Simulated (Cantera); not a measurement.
# Adiabatic ignition

An adiabatic, constant-pressure homogeneous reactor starts with 12.8 % H2, 18.3 % O2, 68.8 % N2, at 1500 K and 101000 Pa.

Computed with Cantera and the H2/O2 subset of GRI-Mech 3.0, which has no nitrogen chemistry.

| t (s) | T (K) | x H2 | x O2 | x HO2 | x O | x H | x OH | x H2O2 |
|---|---|---|---|---|---|---|---|---|
| 3.00e-6 | 1500 | 0.128 | 0.183 | 5.03e-7 | 5.37e-7 | 1.61e-6 | 4.65e-7 | 4.08e-9 |
| 1.03e-5 | 1501 | 0.125 | 0.182 | 3.35e-5 | 0.000596 | 0.00172 | 0.000521 | 3.02e-7 |
| 3.54e-5 | 1909 | 0.00986 | 0.116 | 2.39e-5 | 0.0249 | 0.0190 | 0.0170 | 5.83e-7 |
| 0.000122 | 2207 | 0.00416 | 0.120 | 8.56e-6 | 0.00973 | 0.00374 | 0.0154 | 2.09e-7 |
| 0.000418 | 2329 | 0.00119 | 0.124 | 6.74e-6 | 0.00272 | 0.000511 | 0.00935 | 2.04e-7 |
| 0.00144 | 2339 | 0.000961 | 0.124 | 7.09e-6 | 0.00219 | 0.000366 | 0.00848 | 2.27e-7 |
| 0.00493 | 2339 | 0.000961 | 0.124 | 7.09e-6 | 0.00219 | 0.000366 | 0.00847 | 2.27e-7 |
| 0.0169 | 2339 | 0.000961 | 0.124 | 7.09e-6 | 0.00219 | 0.000366 | 0.00847 | 2.27e-7 |
| 0.0582 | 2339 | 0.000961 | 0.124 | 7.09e-6 | 0.00219 | 0.000366 | 0.00847 | 2.27e-7 |
| 0.200 | 2339 | 0.000961 | 0.124 | 7.09e-6 | 0.00219 | 0.000366 | 0.00847 | 2.27e-7 |
x: mole fraction; the columns are a selection and need not sum to one.

```
Quantity                                                               Value
---------------------------------  -----------------------------------------
time of steepest temperature rise                                    15.4 µs
temperature at 0.200 s                                                2339 K
equilibrium temperature                                               2339 K
x(H2) at 0.200 s                   0.000961 (gas-phase equilibrium 0.000961)
x(O2) at 0.200 s                         0.124 (gas-phase equilibrium 0.124)
x(HO2) at 0.200 s                    7.09e-6 (gas-phase equilibrium 7.09e-6)
```
